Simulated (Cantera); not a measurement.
Cantera run:

```python
import numpy as np
import cantera as ct

gas_names = """
    Cu CuO Cu2 H HO2 H2 H2O H2O2 O OH O2 O3
""".split()
cond_names = """
    Cu(cr) Cu(L) CuO(s) CuO2H2(s) Cu2O(s) Cu2O(L) H2O(s) H2O(L)
""".split()


# ... load() reads the species with a 1 bar reference pressure and builds the phases ...
atoms = {
    'CuO': {'Cu': 1, 'O': 1},
    'H2': {'H': 2},
    'H2O': {'H': 2, 'O': 1},
}
top_T = {'CuO(s)': 1390}  # K; cautious upper limits of use, not melting points


# ... equilibrate(T, P, feed) seeds the gas with the atoms and calls Mixture.equilibrate('TP', solver="vcs", rtol=1e-11, max_steps=5000) ...
results = []
feed = {'CuO': 1, 'H2': 0.42, 'H2O': 1.6}  # mol
T = 1875  # K
P = 22  # Pa
mix = equilibrate(T, P, feed)
results.append((T, P, feed, dict(zip(mix.species_names, mix.species_moles))))
print(gas.report(threshold=1e-05))
for i in range(1, mix.n_phases):
    print(f"{mix.phase(i).name:16s} {mix.phase_moles(i):12.5e} mol")
```

Result:

```
       temperature   1875 K
          pressure   22 Pa
           density   4.5758e-05 kg/m^3
  mean mol. weight   32.425 kg/kmol
   phase of matter   gas

                          1 kg             1 kmol
                     ---------------   ---------------
          enthalpy        5.8053e+05        1.8824e+07  J
   internal energy             99739         3.234e+06  J
           entropy            9924.7        3.2181e+05  J/K
    Gibbs function       -1.8028e+07       -5.8457e+08  J
 heat capacity c_p            1233.7             40005  J/K
 heat capacity c_v            977.33             31690  J/K

                      mass frac. Y      mole frac. X     chem. pot. / RT
                     ---------------   ---------------   ---------------
                Cu           0.58137           0.29665           -10.486
               CuO        0.00038834         0.0001583           -30.183
               Cu2        0.00015949         4.069e-05           -20.972
                 H        0.00016138         0.0051914           -15.991
                H2        0.00085793          0.013799           -31.982
               H2O            0.3194            0.5749           -51.678
                 O         0.0023684         0.0047999           -19.697
                OH          0.008844          0.016862           -35.688
                O2          0.086447          0.087601           -39.393
     [   +3 minor]        2.5964e-07        2.5497e-07

Cu(L)             0.00000e+00 mol
Cu2O(L)           0.00000e+00 mol
```

Cantera equilibrium calculation (NASA polynomials, part measured and part estimated; ideal gas, pure solids and liquids).
